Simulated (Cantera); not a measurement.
# Equilibrium for carbothermic reduction: TiO2 + C + H2

Input: 1 mol TiO2, 4.9 mol C, 2.4 mol H2, equilibrated at 10.0 mbar.

Method: chemical equilibrium by Gibbs-energy minimisation in Cantera with the NASA 1993 tables (ideal gas, pure condensed phases). Candidate condensed phases: C, C6H6, C7H8, C8H18, H2O, Ti, TiC, TiO, TiO2, Ti2O3, Ti3O5, Ti4O7; 113 gas species. Mutual solubility and eutectic melting of coexisting phases are not modelled. TiC: taken at fixed stoichiometry. Condensed phases not in the tables: Magnéli phases beyond Ti4O7. Rates play no part.

At 850 °C the condensed part is C(graphite) + Ti4O7(s). At 950 °C the condensed part is C(graphite) + TiC(s) + Ti3O5(s). From 1050 °C to 1450 °C the condensed part is C(graphite) + TiC(s).

```json
[
 {"T (°C)": "850", "x H2": "0.905", "x CO": "0.0943", "x H": "4.05e-7", "x CH4": "0.000241", "x H2O": "5.63e-5", "n C(graphite)": "4.65", "n Ti4O7(s)": "0.250", "n TiC(s)": "0", "n Ti3O5(s)": "0"},
 {"T (°C)": "950", "x H2": "0.767", "x CO": "0.233", "x H": "2.63e-6", "x CH4": "7.84e-5", "x H2O": "3.59e-5", "n C(graphite)": "3.94", "n Ti4O7(s)": "0", "n TiC(s)": "0.236", "n Ti3O5(s)": "0.255"},
 {"T (°C)": "1050", "x H2": "0.545", "x CO": "0.455", "x H": "1.17e-5", "x CH4": "2.02e-5", "x H2O": "1.82e-5", "n C(graphite)": "1.90", "n Ti4O7(s)": "0", "n TiC(s)": "1.00", "n Ti3O5(s)": "0"},
 {"T (°C)": "1150", "x H2": "0.545", "x CO": "0.455", "x H": "4.91e-5", "x CH4": "1.13e-5", "x H2O": "7.65e-6", "n C(graphite)": "1.90", "n Ti4O7(s)": "0", "n TiC(s)": "1.00", "n Ti3O5(s)": "0"},
 {"T (°C)": "1250", "x H2": "0.545", "x CO": "0.455", "x H": "0.000171", "x CH4": "6.85e-6", "x H2O": "3.61e-6", "n C(graphite)": "1.90", "n Ti4O7(s)": "0", "n TiC(s)": "1.00", "n Ti3O5(s)": "0"},
 {"T (°C)": "1350", "x H2": "0.545", "x CO": "0.454", "x H": "0.000510", "x CH4": "4.40e-6", "x H2O": "1.88e-6", "n C(graphite)": "1.90", "n Ti4O7(s)": "0", "n TiC(s)": "1.00", "n Ti3O5(s)": "0"},
 {"T (°C)": "1450", "x H2": "0.544", "x CO": "0.454", "x H": "0.00135", "x CH4": "2.98e-6", "x H2O": "1.05e-6", "n C(graphite)": "1.90", "n Ti4O7(s)": "0", "n TiC(s)": "1.00", "n Ti3O5(s)": "0"}
]
```
x: gas mole fraction; n: condensed amount in mol.
